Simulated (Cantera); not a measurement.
Charge: 1 mol MgO, 16 mol CO, 0.16 mol H2, equilibrated at 848.15 K and 1430 Torr.

Method: chemical equilibrium by Gibbs-energy minimisation in Cantera with the NASA 1993 tables (ideal gas, pure condensed phases). Candidate condensed phases: C, C6H6, C7H8, C8H18, H2O, Mg, MgCO3, MgO, Mg(OH)2; 116 gas species. Rates play no part.

Base state: CO2 0.842, CO 0.140, H2O 0.0121, H2 0.00619, CH4 4.65e-5 (mole fractions); condensed: C(graphite) + MgO(s).

Q: What changes in the equilibrium state with this change: MgO replaced by PbO?

A: 
| species | before | after |
|---|---|---|
| CO2 | 0.842 | 0.843 |
| CO | 0.140 | 0.140 |
| H2O | 0.0121 | 0.0114 |
| H2 | 0.00619 | 0.00583 |
| CH4 | 4.65e-5 | 4.12e-5 |
| C(graphite), mol | 7.44 | 6.91 |
| MgO(s), mol | 1.00 | 0 |
| Pb(l), mol | 0 | 1.000 |
Further candidate phases: Pb, PbO, PbO2, Pb3O4.
